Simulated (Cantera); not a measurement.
A diamond (100) surface in a fixed gas of H2 with x(CH4) = 0.0037, x(H) = 0.0067, x(CH3) = 1.2e-05, 1200 Pa; coverages are run to steady state.

Cantera simulation using the Harris–Goodwin 1993 mechanism for the reconstructed diamond (100) surface; the numbers are that mechanism's predictions, not measurements.

θ: site fractions in the mechanism's names (c6HH fully hydrogenated, c6H* and c6*H radical sites, c6** diradical, c6HM methylated).

```
T (K)  growth (µm/h)  θ c6HH  θ c6H*  θ c6*H   θ c6**    θ c6HM
-----  -------------  ------  ------  ------  -------  --------
925           0.0514   0.667  0.0122   0.314  0.00545   0.00133
1000          0.0684   0.596  0.0183   0.374  0.00971  0.000873
1075          0.0635   0.532  0.0254   0.426   0.0157  0.000431
1150          0.0375   0.475  0.0330   0.468   0.0236  0.000130
1225          0.0236   0.425  0.0410   0.500   0.0331   3.02e-5
1300          0.0223     [?]     [?]   0.524      [?]       [?]
1375          0.0210     [?]     [?]   0.540      [?]       [?]
```

What belongs in the gaps?


- 1300, θ c6HH: 0.383
- 1300, θ c6H*: 0.0490
- 1300, θ c6**: 0.0439
- 1300, θ c6HM: 6.81e-6
- 1375, θ c6HH: 0.348
- 1375, θ c6H*: 0.0569
- 1375, θ c6**: 0.0556
- 1375, θ c6HM: 1.53e-6
